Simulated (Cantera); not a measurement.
Charge: 1 mol TiO2, 6.5 mol Cl2, 14 mol O2, at 7.50 Torr.

Method: chemical equilibrium by Gibbs-energy minimisation in Cantera with the NASA 1993 tables (ideal gas, pure condensed phases). Candidate condensed phases: Ti, TiCl2, TiCl3, TiCl4, TiO, TiO2, Ti2O3, Ti3O5, Ti4O7; 15 gas species. Equilibrium is a limit: real reactors are often held back by kinetics, nucleation or transport.

x: gas mole fraction; n: condensed amount in mol.

```tsv
T (°C)	x O2	x Cl	x Cl2	x ClO	n TiO2(rutile)
952	0.672	0.0332	0.295	(withheld)	1.000
1002	0.665	0.0525	0.282	(withheld)	1.000
1052	0.656	0.0794	0.265	(withheld)	1.000
1102	0.644	0.115	0.241	(withheld)	1.000
1152	0.629	0.158	0.213	(withheld)	1.000
1202	0.612	0.209	0.179	(withheld)	0.999
1252	0.593	0.262	0.144	(withheld)	0.999
1302	0.575	0.314	0.110	0.000534	0.999
1352	0.560	0.360	0.0800	0.000570	0.999
1402	0.547	0.396	0.0556	0.000590	0.999
1452	0.538	0.424	0.0376	0.000594	0.999
```

Q: Complete the blanks.

A: 
- 952, x ClO: 0.000102
- 1002, x ClO: 0.000147
- 1052, x ClO: 0.000203
- 1102, x ClO: 0.000269
- 1152, x ClO: 0.000341
- 1202, x ClO: 0.000414
- 1252, x ClO: 0.000481
